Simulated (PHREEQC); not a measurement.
Consider water at 20 °C with 1.8 mmol/kgw LiOH. Closed to the air; pH follows from the charge balance.

The numbers come from PHREEQC with the ion-association model, phreeqc.dat.

- pH = 11.40
- ionic strength = 0.00180 mol/kgw
- specific conductance = 366 µS/cm
- total alkalinity = 1.80 meq/kg

```json
[
 {"species": "OH-", "molality": "0.00180", "activity": "0.00172", "log γ": "-0.020"},
 {"species": "Li+", "molality": "0.00180", "activity": "0.00172", "log γ": "-0.020"}
]
```

Precipitation was switched off in this run.
